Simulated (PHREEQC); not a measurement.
# Copper plating or etch bath with nickel, zinc or cadmium bath: an equilibrium model

Solution A (0.0073 mol/kgw CuSO4, 0.0008 mol/kgw H2SO4 and 0.0036 mol/kgw FeCl3) is mixed with solution B (13 mmol/kgw Ni(NO3)2, 0.047 mmol/kgw NaCl and 32 mmol/kgw NiCl2) at 25 °C; shares are by mass of water, 1 kg in all. Oxygen alone is held at its pressure in air (log pO2 = -0.68). No CO2 enters from the air. Only these solids could form: Fe(OH)3(a), Cu(OH)2, Brochantite, Antlerite, Atacamite, Cu2(OH)3NO3, Ni(OH)2, Ni4(OH)6SO4, Jarosite-Na, Halite, Mirabilite, Chalcanthite, Morenosite.

Equilibrium calculation in PHREEQC: ion-association model, wateq4f.dat.

```json
[
 {"share of solution B": "0", "pH": "2.75", "Fe(OH)3(a) (mol)": "0", "Ni+2 (mol/kgw)": "0", "Cu+2 (mol/kgw)": "0.00590", "FeSO4+ (mol/kgw)": "0.00234", "SO4-2 (mol/kgw)": "0.00381", "FeOH+2 (mol/kgw)": "0.000623"},
 {"share of solution B": "0.05", "pH": "2.75", "Fe(OH)3(a) (mol)": "0", "Ni+2 (mol/kgw)": "0.00189", "Cu+2 (mol/kgw)": "0.00572", "FeSO4+ (mol/kgw)": "0.00212", "SO4-2 (mol/kgw)": "0.00358", "FeOH+2 (mol/kgw)": "0.000645"},
 {"share of solution B": "0.1", "pH": "2.76", "Fe(OH)3(a) (mol)": "0", "Ni+2 (mol/kgw)": "0.00383", "Cu+2 (mol/kgw)": "0.00551", "FeSO4+ (mol/kgw)": "0.00190", "SO4-2 (mol/kgw)": "0.00337", "FeOH+2 (mol/kgw)": "0.000662"},
 {"share of solution B": "0.15", "pH": "2.77", "Fe(OH)3(a) (mol)": "0", "Ni+2 (mol/kgw)": "0.00583", "Cu+2 (mol/kgw)": "0.00528", "FeSO4+ (mol/kgw)": "0.00169", "SO4-2 (mol/kgw)": "0.00318", "FeOH+2 (mol/kgw)": "0.000673"},
 {"share of solution B": "0.2", "pH": "2.78", "Fe(OH)3(a) (mol)": "0", "Ni+2 (mol/kgw)": "0.00786", "Cu+2 (mol/kgw)": "0.00503", "FeSO4+ (mol/kgw)": "0.00149", "SO4-2 (mol/kgw)": "0.00299", "FeOH+2 (mol/kgw)": "0.000679"},
 {"share of solution B": "0.25", "pH": "2.79", "Fe(OH)3(a) (mol)": "0", "Ni+2 (mol/kgw)": "0.00992", "Cu+2 (mol/kgw)": "0.00477", "FeSO4+ (mol/kgw)": "0.00131", "SO4-2 (mol/kgw)": "0.00281", "FeOH+2 (mol/kgw)": "0.000680"},
 {"share of solution B": "0.3", "pH": "2.80", "Fe(OH)3(a) (mol)": "0", "Ni+2 (mol/kgw)": "0.0120", "Cu+2 (mol/kgw)": "0.00449", "FeSO4+ (mol/kgw)": "0.00113", "SO4-2 (mol/kgw)": "0.00263", "FeOH+2 (mol/kgw)": "0.000677"},
 {"share of solution B": "0.35", "pH": "2.81", "Fe(OH)3(a) (mol)": "0", "Ni+2 (mol/kgw)": "0.0141", "Cu+2 (mol/kgw)": "0.00420", "FeSO4+ (mol/kgw)": "0.000969", "SO4-2 (mol/kgw)": "0.00246", "FeOH+2 (mol/kgw)": "0.000669"},
 {"share of solution B": "0.4", "pH": "2.83", "Fe(OH)3(a) (mol)": "0", "Ni+2 (mol/kgw)": "0.0162", "Cu+2 (mol/kgw)": "0.00391", "FeSO4+ (mol/kgw)": "0.000817", "SO4-2 (mol/kgw)": "0.00229", "FeOH+2 (mol/kgw)": "0.000657"},
 {"share of solution B": "0.45", "pH": "2.85", "Fe(OH)3(a) (mol)": "0", "Ni+2 (mol/kgw)": "0.0184", "Cu+2 (mol/kgw)": "0.00360", "FeSO4+ (mol/kgw)": "0.000678", "SO4-2 (mol/kgw)": "0.00211", "FeOH+2 (mol/kgw)": "0.000641"},
 {"share of solution B": "0.55", "pH": "2.90", "Fe(OH)3(a) (mol)": "0", "Ni+2 (mol/kgw)": "0.0227", "Cu+2 (mol/kgw)": "0.00298", "FeSO4+ (mol/kgw)": "0.000436", "SO4-2 (mol/kgw)": "0.00176", "FeOH+2 (mol/kgw)": "0.000594"},
 {"share of solution B": "0.6", "pH": "2.93", "Fe(OH)3(a) (mol)": "0", "Ni+2 (mol/kgw)": "0.0248", "Cu+2 (mol/kgw)": "0.00266", "FeSO4+ (mol/kgw)": "0.000334", "SO4-2 (mol/kgw)": "0.00157", "FeOH+2 (mol/kgw)": "0.000563"},
 {"share of solution B": "0.65", "pH": "2.97", "Fe(OH)3(a) (mol)": "0", "Ni+2 (mol/kgw)": "0.0270", "Cu+2 (mol/kgw)": "0.00234", "FeSO4+ (mol/kgw)": "0.000245", "SO4-2 (mol/kgw)": "0.00139", "FeOH+2 (mol/kgw)": "0.000526"},
 {"share of solution B": "0.7", "pH": "3.01", "Fe(OH)3(a) (mol)": "0", "Ni+2 (mol/kgw)": "0.0292", "Cu+2 (mol/kgw)": "0.00202", "FeSO4+ (mol/kgw)": "0.000171", "SO4-2 (mol/kgw)": "0.00120", "FeOH+2 (mol/kgw)": "0.000482"},
 {"share of solution B": "0.75", "pH": "3.07", "Fe(OH)3(a) (mol)": "0", "Ni+2 (mol/kgw)": "0.0314", "Cu+2 (mol/kgw)": "0.00169", "FeSO4+ (mol/kgw)": "0.000110", "SO4-2 (mol/kgw)": "0.00101", "FeOH+2 (mol/kgw)": "0.000430"},
 {"share of solution B": "0.8", "pH": "3.14", "Fe(OH)3(a) (mol)": "0", "Ni+2 (mol/kgw)": "0.0336", "Cu+2 (mol/kgw)": "0.00136", "FeSO4+ (mol/kgw)": "6.31e-5", "SO4-2 (mol/kgw)": "0.000817", "FeOH+2 (mol/kgw)": "0.000369"},
 {"share of solution B": "0.85", "pH": "3.23", "Fe(OH)3(a) (mol)": "0", "Ni+2 (mol/kgw)": "0.0358", "Cu+2 (mol/kgw)": "0.00102", "FeSO4+ (mol/kgw)": "3.01e-5", "SO4-2 (mol/kgw)": "0.000617", "FeOH+2 (mol/kgw)": "0.000295"},
 {"share of solution B": "0.9", "pH": "3.37", "Fe(OH)3(a) (mol)": "0", "Ni+2 (mol/kgw)": "0.0381", "Cu+2 (mol/kgw)": "0.000683", "FeSO4+ (mol/kgw)": "1.01e-5", "SO4-2 (mol/kgw)": "0.000414", "FeOH+2 (mol/kgw)": "0.000207"},
 {"share of solution B": "0.95", "pH": "3.59", "Fe(OH)3(a) (mol)": "8.83e-6", "Ni+2 (mol/kgw)": "0.0403", "Cu+2 (mol/kgw)": "0.000343", "FeSO4+ (mol/kgw)": "1.37e-6", "SO4-2 (mol/kgw)": "0.000208", "FeOH+2 (mol/kgw)": "9.58e-5"},
 {"share of solution B": "1", "pH": "5.83", "Fe(OH)3(a) (mol)": "0", "Ni+2 (mol/kgw)": "0.0425", "Cu+2 (mol/kgw)": "0", "FeSO4+ (mol/kgw)": "0", "SO4-2 (mol/kgw)": "0", "FeOH+2 (mol/kgw)": "0"}
]
```

Fe(OH)3(a) from share of solution B = 0.95 (pH 3.59), last present at share of solution B = 0.95.
